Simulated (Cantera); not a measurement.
Gas mixture: 40.8 % CO2, 27.9 % CH3OH, 31.3 % H2, at 1.01 bar, frozen composition.

Cantera's kinetic-theory transport with the Lennard-Jones parameters of GRI-Mech 3.0, ideal gas; thermal conductivity in the multicomponent form. Polar gases are described roughly by these parameters. The composition is frozen, though it would react at the higher temperatures.

One state of this run: ρ (kg/m³) = 0.240; cp (J/kg/K) = 2262; μ (µPa s) = 47.6; λ (mW/m/K) = 200; Pr = 0.538; D (cm²/s) NO = 3.02; D (cm²/s) H2 = 8.97; D (cm²/s) CH3 = 3.40. D: mixture-averaged diffusion coefficient of that species in the mixture.

**Question.** Which value of T (K) does it belong to?
A. 400
B. 1400
C. 1200
D. 1000

**Answer.** B, 1400
